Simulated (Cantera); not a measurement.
Cantera run:

```python
import numpy as np
import cantera as ct

gas_names = """
    C CO CO2 C2 C2O C3 C3O2 C4 C5 Fe FeC5O5 FeO O O2 O3
""".split()
cond_names = """
    C(gr) Fe(a) Fe(c) Fe(d) Fe(L) FeC5O5(L) FeO(s) FeO(L) Fe2O3(s) Fe3O4(s)
""".split()


# ... load() reads the species with a 1 bar reference pressure and builds the phases ...
atoms = {
    'Fe2O3': {'Fe': 2, 'O': 3},
    'O2': {'O': 2},
    'CO2': {'C': 1, 'O': 2},
}
top_T = {'C(gr)': 4500, 'Fe2O3(s)': 1830, 'Fe3O4(s)': 1870}  # K; cautious upper limits of use, not melting points


# ... equilibrate(T, P, feed) seeds the gas with the atoms and calls Mixture.equilibrate('TP', solver="vcs", rtol=1e-11, max_steps=5000) ...
results = []
feed = {'Fe2O3': 1, 'O2': 0.14, 'CO2': 4.6}  # mol
T = 1025  # K
P = 180000  # Pa
mix = equilibrate(T, P, feed)
results.append((T, P, feed, dict(zip(mix.species_names, mix.species_moles))))
x = sorted(zip(gas.X, gas.species_names), reverse=True)
print(f"T = {T:g} K  P = {P:g} Pa  gas = {mix.phase_moles(0):.4g} mol")
print("   x: " + "  ".join(f"{s} {v:.3e}" for v, s in x if v > 1e-06))
print("   condensed (mol): " + ("  ".join(f"{mix.phase(i).name} {mix.phase_moles(i):.4g}"
      for i in range(1, mix.n_phases) if mix.phase_moles(i) > 1e-12) or "none"))
```

Result:

```
T = 1025 K  P = 180000 Pa  gas = 4.74 mol
   x: CO2 9.705e-01  O2 2.954e-02
   condensed (mol): Fe2O3(s) 1
```

Equilibrium computed with Cantera from the NASA thermochemical tables; the gas is ideal and each condensed phase is pure.
